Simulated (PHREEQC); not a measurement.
PHREEQC input (ion-association model, wateq4f.dat):

```
PHASES
  Fix_H+
    H+ = H+
    -log_k 0
SOLUTION 1
  temp 25
  units mol/kgw
  pH 7 charge
  Cl 0.003
  Na 0.003
END
SELECTED_OUTPUT 1
  -reset false
  -pH true
  -pe true
  -ionic_strength true
  -water true
  -totals Ag Br Cl Na
  -molalities H+ Ag+ Br- Cl- Na+ O2 OH- AgBr AgBr2- AgCl
    AgCl2- AgCl3-2 AgCl4-3 AgOH Ag(OH)2- AgBr3-2
  -equilibrium_phases Bromyrite Cerargyrite Ag2O
PRINT
  -reset false
USE solution 1
EQUILIBRIUM_PHASES 1
  Fix_H+ -2 HCl 10
    -force_equality true
  Bromyrite 0 0.01
  Cerargyrite 0 0
  Ag2O 0 0
  O2(g) -0.68 10
END
# ... the last block is repeated for the other 20 points of pH, with NaOH or the acid as the point needs
```

Selected output (columns that matter, 15 of 21 rows; pH added in front):

```
pH	mu	Ag	Br	Cl	Na	m_H+	m_Ag+	m_Br-	m_Cl-	m_Na+	m_OH-	m_AgCl	Bromyrite	Cerargyrite
2	0.014087	8.2876e-07	4.2316e-05	0.014045	0.003	0.011087	1.6126e-08	4.2306e-05	0.014044	0.003	1.1312e-12	3.3006e-07	0.0099577	4.1487e-05
2.5	0.0064121	5.8631e-07	1.9294e-05	0.0063934	0.003	0.0034121	3.2995e-08	1.9285e-05	0.0063926	0.003	3.4496e-12	3.3064e-07	0.0099807	1.8708e-05
3.5	0.0033351	5.1147e-07	1.0045e-05	0.0033256	0.003	0.00033509	6.069e-08	1.0036e-05	0.003325	0.003	3.3732e-11	3.3088e-07	0.00999	9.534e-06
4	0.0031058	5.0808e-07	9.3558e-06	0.0030969	0.003	0.00010578	6.4902e-08	9.3463e-06	0.0030964	0.003	1.0645e-10	3.3089e-07	0.0099906	8.8477e-06
5	0.0030106	5.0685e-07	9.0694e-06	0.003002	0.003	1.057e-05	6.6836e-08	9.0599e-06	0.0030015	0.003	1.0635e-09	3.309e-07	0.0099909	8.5626e-06
5.5	0.0030034	5.0676e-07	9.0477e-06	0.0029948	0.003	3.3424e-06	6.6988e-08	9.0382e-06	0.0029943	0.003	3.3629e-09	3.309e-07	0.009991	8.5409e-06
6.5	0.0030004	5.0673e-07	9.0385e-06	0.0029918	0.003	3.3423e-07	6.7052e-08	9.029e-06	0.0029912	0.003	3.3628e-08	3.309e-07	0.009991	8.5318e-06
7	0.0030002	5.0672e-07	9.0376e-06	0.0029915	0.003	1.0569e-07	6.7059e-08	9.0281e-06	0.0029909	0.003	1.0634e-07	3.309e-07	0.009991	8.5309e-06
7.5	0.0030004	5.0672e-07	9.0376e-06	0.0029915	0.0030003	3.3423e-08	6.7059e-08	9.0281e-06	0.0029909	0.0030003	3.3628e-07	3.309e-07	0.009991	8.5309e-06
8.5	0.0030034	5.0675e-07	9.0376e-06	0.0029915	0.0030034	3.3424e-09	6.7063e-08	9.0281e-06	0.0029909	0.0030034	3.3629e-06	3.309e-07	0.009991	8.5309e-06
9	0.0030107	5.068e-07	9.0376e-06	0.0029915	0.0030106	1.057e-09	6.7072e-08	9.0281e-06	0.0029909	0.0030106	1.0635e-05	3.309e-07	0.009991	8.5308e-06
10	0.0031065	5.0748e-07	9.0375e-06	0.0029915	0.0031064	1.0578e-10	6.7191e-08	9.028e-06	0.0029909	0.0031064	0.00010645	3.3089e-07	0.009991	8.53e-06
10.5	0.0033374	5.0917e-07	9.0371e-06	0.0029915	0.0033373	3.3509e-11	6.7471e-08	9.0276e-06	0.0029909	0.0033373	0.00033732	3.3088e-07	0.009991	8.528e-06
11.5	0.0064505	5.3742e-07	9.0323e-06	0.0029915	0.0064505	3.4127e-12	7.0554e-08	9.0228e-06	0.002991	0.0064505	0.0034504	3.3064e-07	0.009991	8.4949e-06
12	0.014322	6.5722e-07	9.0193e-06	0.0029916	0.014322	1.1094e-12	7.5845e-08	9.0098e-06	0.0029911	0.014322	0.011322	3.3004e-07	0.009991	8.362e-06
```

Species that the database lacks are ignored.
